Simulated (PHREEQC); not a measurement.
1 kg of water holding 0.087 mol NaCl and 0.064 mol K2SO4 is evaporated at 60 °C; the solids stay in contact with the brine. CO2 from the air is kept out. Only these solids could form: Arcanite, Glaserite, Halite, Mirabilite, Misenite, Sylvite, Thenardite.

The series has 28 steps of water left (kg), from 1 to 0.005012.

The numbers come from PHREEQC with the Pitzer model, pitzer.dat.

Which solids form, in which order, and at which step of the series does each first stand?

Glaserite from water left = 0.05275 kg; Halite from water left = 0.01099 kg; Sylvite from water left = 0.00903 kg.

Away from 25 °C the constants follow the database's enthalpies or fits; those with neither stay at their 25 °C values.
